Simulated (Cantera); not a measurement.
A perfectly stirred reactor is fed with 7.01 % CH4, 0.231 % H2, 18.9 % O2, 70.8 % N2, 3.08 % CO2, at 500000 Pa; it is adiabatic with a 773 K inlet, and is followed from long to short residence time, starting on the burning branch (τ in s: 0.09, 0.039, 0.017, 0.0072, 0.0031, 0.0013, 0.00058, 0.00025, 0.00011, 4.6e-05, 2e-05).

Model: GRI-Mech 3.0 (53 species, 325 reactions), integrated in Cantera.

One state of this run: T (K) = 2199; x CH4 = 1.99e-5; x H2 = 0.000621; x O2 = 0.0476; x OH = 0.00351; x CH3 = 7.99e-6. x: mole fraction; the columns are a selection and need not sum to one.

Problem. Which value of τ (s) does it belong to?
A) 0.0031
B) 0.017
C) 0.0013
D) 0.090

Solution. A, 0.0031
